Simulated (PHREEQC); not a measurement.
Consider water at 25 °C with 0.018 mol CdCl2, 4.3e-05 mol H3BO3 and 0.018 mol H2SO4 per kg of water. Closed to the air; pH follows from the charge balance.

Model: ion-association model, wateq4f.dat, run in PHREEQC.

```json
[
 {"quantity": "pH", "before": "1.63", "after": "1.89"},
 {"quantity": "ionic strength (mol/kgw)", "before": "0.0636", "after": "0.0353"},
 {"quantity": "Cl- (mol/kgw)", "before": "0.0272", "after": "0.0147"},
 {"quantity": "HSO4- (mol/kgw)", "before": "0.00829", "after": "0.00322"},
 {"quantity": "SO4-2 (mol/kgw)", "before": "0.00683", "after": "0.00428"}
]
```

What was changed between the two runs?
(A) H3BO3 replaced by Na2B4O7 at the same molality
(B) H2SO4 from 0.018 to 0.0036 mol/kgw
(C) H3BO3 from 4.3e-05 to 4.3e-06 mol/kgw
(D) diluted 100-fold with water
(E) diluted 2-fold with water

E, diluted 2-fold with water

Precipitation was switched off in this run.
